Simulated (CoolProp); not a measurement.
Isobutene along the isotherm 276.85 °C: Z from the reference equation and from simpler models built on Tc = 144.9 °C, pc = 4016 kPa, ω = 0.193; each cubic takes its own stable root.

Values from CoolProp's reference Helmholtz-energy equation of state, Lemmon 2005. It is a short technical equation, of lower accuracy than the large ones.

| p (kPa) | phase | reference | Pitzer virial | van der Waals | Redlich-Kwong | Peng-Robinson |
|---|---|---|---|---|---|---|
| 167 | gas | 0.9943 | 0.9945 | 0.9938 | 0.9938 | 0.9935 |
| 335 | gas | 0.9885 | 0.9890 | 0.9875 | 0.9875 | 0.9870 |
| 502 | gas | 0.9827 | 0.9836 | 0.9812 | 0.9813 | 0.9806 |
| 669 | gas | 0.9769 | 0.9781 | 0.9748 | 0.9750 | 0.9741 |
| 837 | gas | 0.9711 | 0.9726 | 0.9684 | 0.9687 | 0.9677 |
| 1000 | gas | 0.9655 | 0.9673 | 0.9621 | 0.9625 | 0.9614 |
| 1170 | gas | 0.9596 | 0.9617 | 0.9555 | 0.9561 | 0.9549 |
| 1340 | gas | 0.9536 | 0.9562 | 0.9488 | 0.9497 | 0.9485 |
| 1510 | gas | 0.9477 | 0.9506 | 0.9421 | 0.9433 | 0.9421 |
| 1670 | gas | 0.9422 | 0.9454 | 0.9358 | 0.9373 | 0.9360 |
| 1840 | gas | 0.9362 | 0.9398 | 0.9289 | 0.9308 | 0.9297 |
| 2010 | gas | 0.9303 | 0.9342 | 0.9221 | 0.9244 | 0.9233 |
